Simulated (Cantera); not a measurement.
# Premixed flame

A freely propagating, adiabatic, planar premixed flame of 10.4 % CH4, 18.8 % O2, 70.8 % N2, unburnt at 548 K and 105 Torr; multicomponent transport, grid criteria slope 0.08 and curve 0.16, no radiation.

Cantera simulation using GRI-Mech 3.0 (53 species, 325 reactions); the numbers are that mechanism's predictions, not measurements. Burning velocities carry a grid error of a few per cent, more on coarse grids.

| z (mm) | T (K) | u (m/s) | x CH4 | x O2 | x H2 | x CH2 | x NO | x HCN |
|---|---|---|---|---|---|---|---|---|
| -5.81 | 548 | 1.55 | 0.103 | 0.188 | 0.000761 | <1e-8 | <1e-8 | <1e-8 |
| -3.88 | 549 | 1.56 | 0.103 | 0.188 | 0.00279 | <1e-8 | <1e-8 | <1e-8 |
| -2.91 | 553 | 1.57 | 0.103 | 0.187 | 0.00585 | <1e-8 | <1e-8 | <1e-8 |
| -1.94 | 599 | 1.72 | 0.0993 | 0.183 | 0.0131 | 1.33e-8 | 9.41e-8 | 3.65e-8 |
| -0.969 | 960 | 2.81 | 0.0741 | 0.154 | 0.0272 | 9.98e-7 | 1.27e-6 | 7.37e-7 |
| -0.484 | 1363 | 4.05 | 0.0409 | 0.113 | 0.0346 | 2.23e-5 | 3.52e-6 | 2.35e-6 |
| 0 | 1741 | 5.24 | 0.0109 | 0.0649 | 0.0359 | 8.21e-5 | 8.10e-6 | 5.28e-6 |
| 0.484 | 1906 | 5.75 | 0.00116 | 0.0346 | 0.0300 | 3.16e-5 | 1.45e-5 | 5.52e-6 |
| 0.969 | 1942 | 5.85 | 6.63e-5 | 0.0225 | 0.0254 | 2.55e-6 | 1.92e-5 | 2.96e-6 |
| 1.94 | 1960 | 5.88 | 2.19e-7 | 0.0166 | 0.0243 | <1e-8 | 2.29e-5 | 5.80e-7 |
| 3.88 | 1978 | 5.92 | <1e-8 | 0.0148 | 0.0250 | <1e-8 | 2.54e-5 | 2.66e-8 |
| 7.75 | 2002 | 5.98 | <1e-8 | 0.0139 | 0.0247 | <1e-8 | 2.94e-5 | <1e-8 |
| 15.5 | 2039 | 6.07 | <1e-8 | 0.0129 | 0.0238 | <1e-8 | 3.75e-5 | <1e-8 |
x: mole fraction of selected species; z is measured from the peak of heat release.

```
Quantity                     Value
------------------------  --------
laminar burning velocity  155 cm/s
thermal thickness          1.94 mm
peak x(H2)                  0.0365
peak x(CH2)                8.26e-5
peak x(HCN)                6.06e-6
grid points                    150
```
